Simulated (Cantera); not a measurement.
**Equilibrium for fluorocarbon and chlorocarbon gases: CCl₄ + F₂**

Charge: 1 mol CCl₄, a varied amount of F₂, at 800 °C and 0.100 bar.

Equilibrium computed with Cantera from the NASA thermochemical tables; the gas is ideal and each condensed phase is pure. Candidate condensed phases: C; 27 gas species. Gases not in the tables: C₂F₆ and larger saturated fluorocarbons, chlorinated aromatics. Kinetics and transport are ignored.

From 0.024 mol F₂ to 1.7 mol F₂ the condensed part is C(graphite). The main C-bearing gas is CF₄ throughout. The share of C in condensed phases is highest at 0.024 mol F₂ (98.5 %) and lowest at 1.7 mol F₂ (12.2 %).

```json
[
 {"n(F₂) (mol)": "0.024", "x Cl₂": "0.989", "x CF₄": "0.00434", "x CClF₃": "0.00160", "x CCl₂F₂": "0.000695", "x Cl": "0.00339", "n C(graphite)": "0.985"},
 {"n(F₂) (mol)": "0.036", "x Cl₂": "0.986", "x CF₄": "0.00674", "x CClF₃": "0.00223", "x CCl₂F₂": "0.000863", "x Cl": "0.00338", "n C(graphite)": "0.979"},
 {"n(F₂) (mol)": "0.053", "x Cl₂": "0.982", "x CF₄": "0.0102", "x CClF₃": "0.00303", "x CCl₂F₂": "0.00106", "x Cl": "0.00338", "n C(graphite)": "0.970"},
 {"n(F₂) (mol)": "0.077", "x Cl₂": "0.975", "x CF₄": "0.0151", "x CClF₃": "0.00406", "x CCl₂F₂": "0.00128", "x Cl": "0.00337", "n C(graphite)": "0.957"},
 {"n(F₂) (mol)": "0.11", "x Cl₂": "0.967", "x CF₄": "0.0219", "x CClF₃": "0.00534", "x CCl₂F₂": "0.00153", "x Cl": "0.00335", "n C(graphite)": "0.939"},
 {"n(F₂) (mol)": "0.17", "x Cl₂": "0.952", "x CF₄": "0.0342", "x CClF₃": "0.00741", "x CCl₂F₂": "0.00188", "x Cl": "0.00333", "n C(graphite)": "0.908"},
 {"n(F₂) (mol)": "0.25", "x Cl₂": "0.934", "x CF₄": "0.0504", "x CClF₃": "0.00980", "x CCl₂F₂": "0.00223", "x Cl": "0.00329", "n C(graphite)": "0.866"},
 {"n(F₂) (mol)": "0.37", "x Cl₂": "0.907", "x CF₄": "0.0739", "x CClF₃": "0.0129", "x CCl₂F₂": "0.00263", "x Cl": "0.00324", "n C(graphite)": "0.804"},
 {"n(F₂) (mol)": "0.54", "x Cl₂": "0.871", "x CF₄": "0.106", "x CClF₃": "0.0165", "x CCl₂F₂": "0.00302", "x Cl": "0.00318", "n C(graphite)": "0.716"},
 {"n(F₂) (mol)": "0.79", "x Cl₂": "0.824", "x CF₄": "0.149", "x CClF₃": "0.0207", "x CCl₂F₂": "0.00338", "x Cl": "0.00309", "n C(graphite)": "0.587"},
 {"n(F₂) (mol)": "1.2", "x Cl₂": "0.756", "x CF₄": "0.211", "x CClF₃": "0.0258", "x CCl₂F₂": "0.00370", "x Cl": "0.00296", "n C(graphite)": "0.377"},
 {"n(F₂) (mol)": "1.7", "x Cl₂": "0.686", "x CF₄": "0.276", "x CClF₃": "0.0301", "x CCl₂F₂": "0.00385", "x Cl": "0.00282", "n C(graphite)": "0.122"}
]
```
x: gas mole fraction; n: condensed amount in mol.
